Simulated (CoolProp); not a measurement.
Vapour-liquid equilibrium of isobutane (1) + isobutene (2) at 335.4 K; x and y are mole fractions of (1).

Values from CoolProp's multi-fluid Helmholtz-energy mixture model, Bücker 2006 and Lemmon 2005; pair parameters Bell 2016.

| x | bubble pressure (MPa) | y at the bubble point | dew pressure at overall composition x (MPa) | liquid density (mol/L) |
|---|---|---|---|---|
| 0.05 | 0.8305 | 0.056 | 0.8298 | 9.527 |
| 0.15 | 0.8433 | 0.165 | 0.8416 | 9.417 |
| 0.25 | 0.8550 | 0.270 | 0.8528 | 9.309 |
| 0.35 | 0.8657 | 0.372 | 0.8635 | 9.205 |
| 0.45 | 0.8755 | 0.471 | 0.8735 | 9.103 |
| 0.55 | 0.8844 | 0.569 | 0.8828 | 9.004 |
| 0.65 | 0.8926 | 0.666 | 0.8913 | 8.908 |
| 0.75 | 0.8999 | 0.761 | 0.8991 | 8.814 |
| 0.85 | 0.9066 | 0.857 | 0.9061 | 8.723 |
| 0.95 | 0.9125 | 0.952 | 0.9124 | 8.634 |

No azeotrope shows between x = 0.05 and 0.95.

The pair parameters rest on a limited set of measurements; away from them the model extrapolates.
